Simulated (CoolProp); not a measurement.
Vapour pressure (kPa) of dodecamethylpentasiloxane (MD3M): the reference equation beside estimates from Tc = 628.0 K, pc = 954.0 kPa, ω = 0.730.

Model: reference Helmholtz-energy equation of state, Thol 2019, in CoolProp.

```csv
T (K),reference,Lee-Kesler,Redlich-Kwong,Peng-Robinson
319.9,0.04095,0.04910,2.778,0.06038
325.8,0.06380,0.07483,3.542,0.09084
331.8,0.09807,0.1127,4.483,0.1351
337.8,0.1477,0.1668,5.614,0.1976
343.7,0.2170,0.2411,6.937,0.2825
349.7,0.3153,0.3452,8.524,0.4003
355.6,0.4478,0.4842,10.35,0.5559
361.6,0.6300,0.6733,12.51,0.7657
367.5,0.8684,0.9189,14.95,1.036
373.5,1.187,1.245,17.80,1.392
379.5,1.601,1.666,21.05,1.847
385.4,2.123,2.193,24.66,2.415
391.4,2.795,2.870,28.80,3.138
```

Absolute difference from the reference over all 13 rows, mean and median: Lee-Kesler 9.3 and 8.1 %, Redlich-Kwong 2794.8 and 2211.3 %, Peng-Robinson 26.3 and 24.1 %.
